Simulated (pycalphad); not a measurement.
Source of the numbers: pycalphad with the COST 507 light-alloy database (1999); pressure 1 atm. The database dates from 1999; later assessments differ in places, in temperatures and in the compounds included. Phase fractions are per mole of atoms. Kinetics are ignored, which matters at the lower temperatures.

**Question.** Give the equilibrium state of Si-51.1Fe (at.%) at 600 K.

**Answer.** FESI, fraction 0.950, with 50.0 Fe at.%; BCC_B2, fraction 0.050, with 71.8 Fe at.%.

**Question.** Give the equilibrium state of Si-51.1Fe (at.%) at 1400 K.

**Answer.** FESI, fraction 0.934, with 50.0 Fe at.%; FE2SI, fraction 0.066, with 66.7 Fe at.%.

Database names, with the compositions (at.%) that they take in these runs: FESI: Si 50 Fe 50; FE2SI: Fe 67 Si 33. BCC_B2 is ordered bcc (B2).
